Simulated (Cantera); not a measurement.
Charge: 1 mol BN, a varied amount of F₂, 0.43 mol H₂, held at 1275 K and 1.00 bar.

Cantera equilibrium calculation (NASA polynomials, part measured and part estimated; ideal gas, pure solids and liquids). Candidate condensed phases: B, BN; 31 gas species. The numbers say what is thermodynamically allowed, not how fast it happens.

Problem. Which condensed phases are stable at each of these points (n(F₂) (mol)): 1.5, 3.3, 5, 6.8, 8.5, 10, 12, 14, 16, 17?

Solution. 
```csv
n(F₂) (mol),condensed phases,B condensed (%)
1.5,BN(s),1.4
3.3,gas only,0.0
5,gas only,0.0
6.8,gas only,0.0
8.5,gas only,0.0
10,gas only,0.0
12,gas only,0.0
14,gas only,0.0
16,gas only,0.0
17,gas only,0.0
```

At 1.5 mol F₂ the condensed part is BN(s). From 3.3 mol F₂ to 17 mol F₂ nothing is condensed.
